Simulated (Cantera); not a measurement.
A closed system holds: 1 mol Fe, 2.8 mol NH3, 140 mol H2, at 0.0100 bar.

These are equilibrium values from Cantera (NASA tables, ideal gas, pure condensed phases), not measurements of a reactor. Candidate condensed phases: Fe; 10 gas species. The numbers say what is thermodynamically allowed, not how fast it happens.

Q: Which condensed phases are stable at each of these points (T (K)): 673, 773, 873, 973, 1073, 1173, 1273, 1373, 1473, 1573, 1673, 1773, 1873, 1973?

A: 
| T (K) | condensed phases | Fe condensed (%) |
|---|---|---|
| 673 | Fe(α) | 100.0 |
| 773 | Fe(α) | 100.0 |
| 873 | Fe(α) | 100.0 |
| 973 | Fe(α) | 100.0 |
| 1073 | Fe(α) | 100.0 |
| 1173 | Fe(α) | 100.0 |
| 1273 | Fe(γ) | 100.0 |
| 1373 | Fe(γ) | 100.0 |
| 1473 | Fe(γ) | 99.9 |
| 1573 | Fe(γ) | 99.0 |
| 1673 | Fe(δ) | 94.2 |
| 1773 | Fe(δ) | 71.1 |
| 1873 | gas only | 0.0 |
| 1973 | gas only | 0.0 |

From 673 K to 1173 K the condensed part is Fe(α). From 1273 K to 1573 K the condensed part is Fe(γ). From 1673 K to 1773 K the condensed part is Fe(δ). From 1873 K to 1973 K nothing is condensed.
